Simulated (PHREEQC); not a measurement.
Dissolve 0.0018 mol NH4HF2 per kg of water at 25 °C. Closed to the air; pH follows from the charge balance.

The numbers come from PHREEQC with the ion-association model, phreeqc.dat.

No solid was allowed to form.

Q: What pH does the model give?

A: pH 3.37.

Q: In which forms is F present?

A: F- 62 %, HF 37 %, HF2- 0.6 % of the F.
